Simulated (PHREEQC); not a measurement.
Consider water at 75 °C with 0.25 mol/kgw MnSO4 and 0.0001 mol/kgw ZnCl2. Closed to the air; pH follows from the charge balance.

Computed with PHREEQC (ion-association model, wateq4f.dat).

Precipitation was switched off in this run.

Estimate the pH.

pH 5.80.

In which forms is Zn present?

ZnSO4 45 %, Zn+2 33 %, Zn(SO4)2-2 22 % of the Zn.

Constants without temperature data keep their 25 °C values here.
